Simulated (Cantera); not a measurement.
An isothermal, constant-pressure homogeneous reactor starts with C₃H₈ : H₂ = 1 : 69 (molar parts), at 1925 K and 0.000540 bar. Integrator tolerance rtol = 1e-08.

Detailed kinetics in Cantera: GRI-Mech 3.0 (53 species, 325 reactions). GRI-Mech 3.0 was tuned for natural gas; its chemistry of propane as a main component is partial and can be far from experiment. GRI-Mech 3.0 stops at C3 and has no aromatics, soot or wall deposition, so with more carbon than oxygen in the feed, carbon stays in small species such as C2H2 where larger ones or solid carbon would form. Radical loss at walls, strong at low pressure, is not modelled.

Question: What does this change do: pressure from 0.000540 bar to 1.40 bar?

Answer: 
| quantity | before | after |
|---|---|---|
| x(C₃H₈) at 40.0 s | <1e-12 (gas-phase equilibrium <1e-12) | 3.24e-11 (gas-phase equilibrium 3.24e-11) |
| x(H₂) at 40.0 s | 0.961 (gas-phase equilibrium 0.940) | 0.976 (gas-phase equilibrium 0.976) |
| x(C₂H) at 40.0 s | 5.61e-6 (gas-phase equilibrium 1.23e-5) | 2.14e-7 (gas-phase equilibrium 2.14e-7) |
| x(C₂H₆) at 40.0 s | 1.24e-11 (gas-phase equilibrium <1e-12) | 2.46e-7 (gas-phase equilibrium 2.46e-7) |
| x(C₂H₄) at 40.0 s | 2.55e-7 (gas-phase equilibrium 1.06e-7) | 0.000257 (gas-phase equilibrium 0.000257) |
| x(H) at 40.0 s | 0.0185 (gas-phase equilibrium 0.0402) | 0.000804 (gas-phase equilibrium 0.000804) |

Question: What does this change do: pressure from 0.000540 bar to 0.160 bar?

Answer: 
| quantity | before | after |
|---|---|---|
| x(C₃H₈) at 40.0 s | <1e-12 (gas-phase equilibrium <1e-12) | <1e-12 (gas-phase equilibrium <1e-12) |
| x(H₂) at 40.0 s | 0.961 (gas-phase equilibrium 0.940) | 0.977 (gas-phase equilibrium 0.977) |
| x(C₂H) at 40.0 s | 5.61e-6 (gas-phase equilibrium 1.23e-5) | 7.06e-7 (gas-phase equilibrium 7.06e-7) |
| x(C₂H₆) at 40.0 s | 1.24e-11 (gas-phase equilibrium <1e-12) | 3.59e-9 (gas-phase equilibrium 3.59e-9) |
| x(C₂H₄) at 40.0 s | 2.55e-7 (gas-phase equilibrium 1.06e-7) | 3.27e-5 (gas-phase equilibrium 3.27e-5) |
| x(H) at 40.0 s | 0.0185 (gas-phase equilibrium 0.0402) | 0.00238 (gas-phase equilibrium 0.00238) |
